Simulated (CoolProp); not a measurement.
Vapour-liquid equilibrium of carbon dioxide (1) + R152A (2) at -2.95 °C; x and y are mole fractions of (1).

Computed with CoolProp (multi-fluid Helmholtz-energy mixture model, Span 1996 and Outcalt 1996; pair parameters Bell 2016).

Problem. Give the bubble pressure and the first vapour's composition at x = 0.15, 0.25, 0.95. Is there an azeotrope?

Solution. x = 0.15: 6.353 bar, y = 0.650; x = 0.25: 9.066 bar, y = 0.769; x = 0.95: 30.24 bar, y = 0.991. No azeotrope shows between x = 0.05 and 0.95.

Pair parameters are fitted to limited data, so mixtures are less certain than the pure fluids.
